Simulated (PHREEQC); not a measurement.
A solution holds 0.012 mol/kgw HF, 0.0027 mol/kgw H2SiF6, 0.0071 mol/kgw H3PO4 and 0.011 mol/kgw H2SO4, at 73 °C. Closed to the air; pH follows from the charge balance.

Computed with PHREEQC (ion-association model, phreeqc.dat).

Each row changes one thing in this solution. Precipitation was switched off in this run.

```json
[
 {"case": "as made", "pH": "1.78", "ionic strength (mol/kgw)": "0.0233", "HF (mol/kgw)": "0.0172", "HSO4- (mol/kgw)": "0.00850", "H3PO4 (mol/kgw)": "0.00549", "SO4-2 (mol/kgw)": "0.00250", "SI of Chalcedony (SiO2)": "+0.04"},
 {"case": "diluted 5-fold with water", "pH": "2.39", "ionic strength (mol/kgw)": "0.00551", "HF (mol/kgw)": "0.00520", "HSO4- (mol/kgw)": "0.00112", "H3PO4 (mol/kgw)": "0.000674", "SO4-2 (mol/kgw)": "0.00108", "SI of Chalcedony (SiO2)": "-0.20"},
 {"case": "H2SO4 from 0.011 to 0.0055 mol/kgw", "pH": "1.93", "ionic strength (mol/kgw)": "0.0168", "HF (mol/kgw)": "0.0162", "HSO4- (mol/kgw)": "0.00396", "H3PO4 (mol/kgw)": "0.00506", "SO4-2 (mol/kgw)": "0.00154", "SI of Chalcedony (SiO2)": "-0.03"},
 {"case": "H3PO4 replaced by Na2HPO4 at the same molality", "pH": "2.11", "ionic strength (mol/kgw)": "0.0294", "HF (mol/kgw)": "0.0147", "HSO4- (mol/kgw)": "0.00651", "H3PO4 (mol/kgw)": "0.00433", "SO4-2 (mol/kgw)": "0.00430", "SI of Chalcedony (SiO2)": "-0.17"},
 {"case": "HF left out", "pH": "1.83", "ionic strength (mol/kgw)": "0.0202", "HF (mol/kgw)": "0.0122", "HSO4- (mol/kgw)": "0.00833", "H3PO4 (mol/kgw)": "0.00536", "SO4-2 (mol/kgw)": "0.00267", "SI of Chalcedony (SiO2)": "+0.39"},
 {"case": "0.015 mol/kgw HCl added", "pH": "1.56", "ionic strength (mol/kgw)": "0.0355", "HF (mol/kgw)": "0.0187", "HSO4- (mol/kgw)": "0.00922", "H3PO4 (mol/kgw)": "0.00601", "SO4-2 (mol/kgw)": "0.00178", "SI of Chalcedony (SiO2)": "+0.14"}
]
```

Some of these states are supersaturated (in Quartz (slow to form), Chalcedony (slow to form), for instance). Away from 25 °C the constants follow the database's enthalpies or fits; those with neither stay at their 25 °C values. SiF6-2 is the database's only silicon fluoride.
